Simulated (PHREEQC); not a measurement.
Solution (25 °C): 0.032 mol/kgw CdSO4, 0.00014 mol/kgw Al2(SO4)3 and 0.0013 mol/kgw HF. Closed to the air; pH follows from the charge balance.

Equilibrium calculation in PHREEQC: ion-association model, phreeqc.dat.

This is a speciation only: nothing precipitates in the calculation.

Problem. Estimate the pH, ionic strength, density.

Solution. pH 3.25; ionic strength 0.0694 mol/kgw; density 1.003 g/cm³.

Problem. In which forms is Al present?

Solution. AlF3 64 %, AlF2+ 27 %, AlF4- 7.6 % of the Al.

Fluoro complexes past AlF4- and FeF3 are missing from the database.
